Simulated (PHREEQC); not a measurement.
Solution (25 °C): 1.7 mmol/kgw NaH2PO4 and 0.28 mmol/kgw NaOH. Closed to the air; pH follows from the charge balance.

Equilibrium calculation in PHREEQC: ion-association model, phreeqc.dat.

Precipitation was switched off in this run.

Task: Predict the pH, specific conductance.

Result: pH 6.43; specific conductance 165 µS/cm.

Task: In which forms is P present?

Result: H2PO4- 83 %, HPO4-2 16 % of the P.

Complexes and solids missing from the database can't appear.
